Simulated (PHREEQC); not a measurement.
Consider water at 25 °C with 130 mmol/kgw NH4HF2, 1.9 mmol/kgw (NH4)2SiF6, 170 mmol/kgw H3PO4 and 1.2 mmol/kgw HCl. Closed to the air; pH follows from the charge balance.

The numbers come from PHREEQC with the ion-association model, phreeqc.dat.

This is a speciation only: nothing precipitates in the calculation.

### Question
Order these F species by the share of F that they hold, largest first: HF2-, F-, SiF6-2, HF.

### Answer
HF (73 %), HF2- (14 %), F- (9.2 %), SiF6-2 (4.2 %)

The pH is 2.13 and the ionic strength 0.145 mol/kgw. SiF6-2 is the database's only silicon fluoride.
